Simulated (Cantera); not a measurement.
**Premixed flame**

A freely propagating, adiabatic, planar premixed flame of H2 : O2 : N2 = 1 : 0.263 : 1.16 (molar parts), equivalence ratio 1.9, unburnt at 300 K and 5.00 bar; unity-Lewis-number transport, grid criteria slope 0.08 and curve 0.16, no radiation.

Cantera simulation using the H2/O2 subset of GRI-Mech 3.0, which has no nitrogen chemistry; the numbers are that mechanism's predictions, not measurements. The hydrogen kinetics of GRI-Mech 3.0 are dated; newer H2 mechanisms differ, most at raised pressure. Unity Lewis numbers drop preferential diffusion, which matters most where H2 and H carry the flame. Burning velocities carry a grid error of a few per cent, more on coarse grids.

```
z (mm)   T (K)  u (m/s)   x H2      x O2      x OH     x HO2       x O      x H
-------  -----  -------  -----  --------  --------  --------  --------  -------
-0.165     300     1.44  0.413     0.109     <1e-8   1.01e-7     <1e-8    <1e-8
-0.110     301     1.44  0.413     0.108     <1e-8   8.66e-7     <1e-8    <1e-8
-0.0823    303     1.45  0.412     0.108     <1e-8   3.12e-6     <1e-8    <1e-8
-0.0549    324     1.55  0.410     0.107   2.17e-8   2.80e-5   9.53e-8    <1e-8
-0.0274    579     2.73  0.385    0.0927   1.69e-5  0.000459   1.15e-5  1.43e-5
-0.0137    953     4.39  0.343    0.0696  0.000348  0.000511  0.000149  0.00206
0         1331     5.97  0.281    0.0392  0.000961  0.000192  0.000694   0.0147
0.0137    1563     6.90  0.232    0.0161   0.00175   6.70e-5  0.000867   0.0294
0.0274    1683     7.37  0.211   0.00576   0.00215   2.21e-5  0.000582   0.0334
0.0549    1790     7.77  0.205  0.000847   0.00208   3.07e-6  0.000253   0.0276
0.110     1868     8.06  0.210   8.32e-5   0.00151   3.62e-7   9.59e-5   0.0173
0.219     1919     8.24  0.214   1.77e-5  0.000923   9.82e-8   3.11e-5  0.00960
0.439     1949     8.35  0.217   5.14e-6  0.000519   3.00e-8   9.18e-6  0.00513
```
x: mole fraction of selected species; z is measured from the peak of heat release.

```json
{
  "laminar_burning_velocity": "144 cm/s",
  "thermal_thickness": "0.0549 mm",
  "peak x(OH)": "0.00220",
  "peak x(HO2)": "0.000635",
  "peak x(O)": "0.000899",
  "peak x(H)": "0.0335"
}
```
